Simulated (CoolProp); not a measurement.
Model: reference Helmholtz-energy equation of state, Bücker 2006, in CoolProp.

Task: Give the vapour pressure (kPa), liquid density (kg/m³), vapour density (kg/m³), enthalpy of vaporisation (kJ/kg) of saturated n-butane at 199.5, 203, 227.8 K.

Result: 
```
T (K)  p (kPa)  liquid density (kg/m³)  vapour density (kg/m³)  enthalpy of vaporisation (kJ/kg)
-----  -------  ----------------------  ----------------------  --------------------------------
199.5     1.86                     674                  0.0655                               444
203       2.44                     671                  0.0842                               442
227.8     12.4                     647                   0.385                               423
```
